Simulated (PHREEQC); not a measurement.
A solution holds 0.0066 mol HF and 0.029 mol MnSO4 per kg of water, at 25 °C. Closed to the air; pH follows from the charge balance.

Computed with PHREEQC (ion-association model, phreeqc.dat).

```tsv
quantity	before	after
pH	2.88	3.61
ionic strength (mol/kgw)	0.0754	0.0739
Mn+2 (mol/kgw)	0.0187	0.0185
MnOH+ (mol/kgw)	1.98e-10	1.04e-9
```

Task: What was changed between the two runs?
(A) HF from 0.0066 to 0.0033 mol/kgw
(B) temperature from 25 to 90 °C
(C) HF left out
(D) 0.0034 mol/kgw FeCl2 added
(E) HF from 0.0066 to 0.00066 mol/kgw

Result: E, HF from 0.0066 to 0.00066 mol/kgw

This is a speciation only: nothing precipitates in the calculation.
